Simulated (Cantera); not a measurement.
Input: 1 mol CH₃OH, 0.013 mol NH₃, 0.24 mol N₂, at 1625 °C and 0.900 Torr.

These are equilibrium values from Cantera (NASA tables, ideal gas, pure condensed phases), not measurements of a reactor. Candidate condensed phases: C, C₆H₆, C₇H₈, C₈H₁₈, H₂O; 136 gas species. Equilibrium is a limit: real reactors are often held back by kinetics, nucleation or transport.

Base state: H₂ 0.604, CO 0.303, N₂ 0.0748, H 0.0175 (mole fractions); condensed: gas only.

Task: What changes in the equilibrium state with this change: pressure from 0.900 Torr to 578 Torr?

Result: 
```
species   before     after
-------  -------  --------
H₂         0.604     0.618
CO         0.303     0.306
N₂        0.0748    0.0753
H         0.0175  0.000700
CH₄      1.13e-9   1.83e-5
H₂O      8.72e-6  0.000237
```
